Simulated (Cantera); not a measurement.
An adiabatic, constant-volume homogeneous reactor starts with CO : H₂ : CH₄ : O₂ : N₂ = 1 : 0.56 : 0.076 : 0.941 : 3.54 (molar parts), at 1000 K and 2330 Torr. Integrator tolerance rtol = 1e-08.

Cantera simulation using GRI-Mech 3.0 (53 species, 325 reactions); the numbers are that mechanism's predictions, not measurements.

**Question.** What does this change do: N2 3.54 to 5.2 parts?

**Answer.** 
```tsv
quantity	before	after
time of steepest temperature rise	2.32 ms	3.10 ms
temperature at 2.00 s	2887 K	2702 K
equilibrium temperature	2887 K	2702 K
x(CO) at 2.00 s	0.0625 (gas-phase equilibrium 0.0625)	0.0347 (gas-phase equilibrium 0.0347)
x(H₂) at 2.00 s	0.00743 (gas-phase equilibrium 0.00743)	0.00405 (gas-phase equilibrium 0.00405)
x(CH₄) at 2.00 s	<1e-12 (gas-phase equilibrium <1e-12)	<1e-12 (gas-phase equilibrium <1e-12)
x(O) at 2.00 s	0.00422 (gas-phase equilibrium 0.00422)	0.00157 (gas-phase equilibrium 0.00157)
x(OH) at 2.00 s	0.0151 (gas-phase equilibrium 0.0151)	0.00758 (gas-phase equilibrium 0.00758)
x(H) at 2.00 s	0.00334 (gas-phase equilibrium 0.00334)	0.00132 (gas-phase equilibrium 0.00132)
x(CH₂CO) at 2.00 s	<1e-12 (gas-phase equilibrium <1e-12)	<1e-12 (gas-phase equilibrium <1e-12)
```

**Question.** What does this change do: constant pressure in place of constant volume?

**Answer.** 
```
quantity                                                            before                                    after
---------------------------------  ---------------------------------------  ---------------------------------------
time of steepest temperature rise                                  2.32 ms                                  2.58 ms
temperature at 2.00 s                                               2887 K                                   2674 K
equilibrium temperature                                             2887 K                                   2674 K
x(CO) at 2.00 s                      0.0625 (gas-phase equilibrium 0.0625)    0.0495 (gas-phase equilibrium 0.0495)
x(H₂) at 2.00 s                    0.00743 (gas-phase equilibrium 0.00743)  0.00595 (gas-phase equilibrium 0.00595)
x(CH₄) at 2.00 s                     <1e-12 (gas-phase equilibrium <1e-12)    <1e-12 (gas-phase equilibrium <1e-12)
x(O) at 2.00 s                     0.00422 (gas-phase equilibrium 0.00422)  0.00270 (gas-phase equilibrium 0.00270)
x(OH) at 2.00 s                      0.0151 (gas-phase equilibrium 0.0151)    0.0111 (gas-phase equilibrium 0.0111)
x(H) at 2.00 s                     0.00334 (gas-phase equilibrium 0.00334)  0.00227 (gas-phase equilibrium 0.00227)
x(CH₂CO) at 2.00 s                   <1e-12 (gas-phase equilibrium <1e-12)    <1e-12 (gas-phase equilibrium <1e-12)
```
